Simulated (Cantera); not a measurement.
Input (Python, Cantera) and output of one run.

```python
import numpy as np
import cantera as ct

gas_names = """
    H HO2 H2 H2O H2O2 Nb NbO NbO2 O OH O2 O3
""".split()
cond_names = """
    H2O(s) H2O(L) Nb(cr) Nb(L) NbO(s) NbO(L) NbO2(I) NbO2(II) NbO2(III) NbO2(L) Nb2O5(s) Nb2O5(L)
""".split()


# ... load() reads the species with a 1 bar reference pressure and builds the phases ...
atoms = {
    'Nb2O5': {'Nb': 2, 'O': 5},
    'H2': {'H': 2},
    'H2O': {'H': 2, 'O': 1},
}
top_T = {}  # K; cautious upper limits of use, not melting points


# ... equilibrate(T, P, feed) seeds the gas with the atoms and calls Mixture.equilibrate('TP', solver="vcs", rtol=1e-11, max_steps=5000) ...
results = []
feed = {'Nb2O5': 1, 'H2': 0.74, 'H2O': 0.13}  # mol
P = 33000  # Pa
for T in [1073, 1173, 1273, 1373, 1473, 1573, 1673, 1773, 1873, 1973]:
    mix = equilibrate(T, P, feed)
    results.append((T, P, feed, dict(zip(mix.species_names, mix.species_moles))))

top = {s: max(r[3][s] / sum(r[3][g] for g in gas_names) for r in results) for s in gas_names}
cols = sorted((s for s in top if top[s] > 0.001), key=lambda s: -top[s])[:6]
seen = [c for c in cond_names if any(r[3].get(c, 0) > 1e-12 for r in results)]
print("log10 of partial pressures in bar; condensed amounts in mol")
print(f"{'T/K':>10s}" + "".join(f"{s[:9]:>10s}" for s in cols + seen))
for T, P, feed, n in results:
    ng = sum(n[g] for g in gas_names)
    print(f"{T:10.4g}" + "".join(f"{np.log10(max(n[s] / ng * P / 1e5, 1e-99)):10.3f}" for s in cols)
          + "".join(f"{n.get(c, 0):10.4g}" for c in seen))
```

Result:

```
log10 of partial pressures in bar; condensed amounts in mol
       T/K        H2       H2O         H NbO2(III)  Nb2O5(s)  Nb2O5(L)
      1073    -0.552    -1.307    -8.129         0         1         0
      1173    -0.552    -1.307    -7.204         0         1         0
      1273    -0.552    -1.307    -6.423         0         1         0
      1373    -0.552    -1.307    -5.753         0         1         0
      1473    -0.552    -1.307    -5.174         0         1         0
      1573    -0.552    -1.307    -4.667         0         1         0
      1673    -0.552    -1.307    -4.219         0         1         0
      1773    -0.573    -1.203    -3.833   0.07082    0.9646         0
      1873    -0.568    -1.228    -3.474   0.05208         0     0.974
      1973    -0.559    -1.274    -3.149     0.021         0    0.9895
```

Cantera equilibrium calculation (NASA polynomials, part measured and part estimated; ideal gas, pure solids and liquids). Mutual solubility and eutectic melting of coexisting phases are not modelled. Condensed phases not in the tables: the oxides between NbO2 and Nb2O5.
